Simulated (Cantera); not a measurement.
A diamond (100) surface in a fixed gas of H2 with x(CH4) = 0.0026, x(CH3) = 2.3e-05, at 1350 K, 54.0 Torr; coverages are run to steady state.

Computed with Cantera and the Harris–Goodwin 1993 mechanism for the reconstructed diamond (100) surface.

θ: site fractions in the mechanism's names (c6HH fully hydrogenated, c6H* and c6*H radical sites, c6** diradical, c6HM methylated).

| x(H) | growth (µm/h) | θ c6HH | θ c6H* | θ c6*H | θ c6** |
|---|---|---|---|---|---|
| 0.0001 | 0.00512 | 0.688 | 0.0284 | 0.280 | 0.00359 |
| 0.00024 | [?] | [?] | [?] | [?] | [?] |
| 0.00057 | 0.0882 | 0.456 | 0.0480 | 0.474 | 0.0221 |
| 0.0014 | 0.192 | 0.398 | 0.0521 | 0.514 | 0.0360 |
| 0.0032 | 0.301 | 0.371 | 0.0537 | 0.529 | 0.0460 |
| 0.0077 | 0.435 | 0.357 | 0.0544 | 0.536 | 0.0524 |
| 0.018 | 0.631 | 0.352 | 0.0548 | 0.538 | 0.0554 |
| 0.044 | 0.976 | 0.349 | 0.0553 | 0.538 | 0.0570 |
| 0.1 | [?] | 0.348 | 0.0561 | 0.538 | 0.0578 |

Complete the blanks.


- 0.00024, growth (µm/h): 0.0271
- 0.00024, θ c6HH: 0.554
- 0.00024, θ c6H*: 0.0401
- 0.00024, θ c6*H: 0.396
- 0.00024, θ c6**: 0.0104
- 0.1, growth (µm/h): 1.43
